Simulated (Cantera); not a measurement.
Standard-state values (1 bar) from the NASA 1993 polynomials, evaluated with Cantera. Values are per mole of reaction as written; species without (g) are pure solids or liquids, kept so even where they would boil at 1 bar.

**Question.** Between 2200 and 2650 K, where is each reaction favourable under standard conditions?
- 2 N2(g) + NbO2(g) ⇌ Nb + 2 N2O(g)

**Answer.** 
- 2 N2(g) + NbO2(g) ⇌ Nb + 2 N2O(g): ΔG° is 731 kJ at 2200 K and 797 kJ at 2650 K; it stays positive (K < 1). ΔH° is 412 kJ and ΔS° -145 J/K at 2650 K.
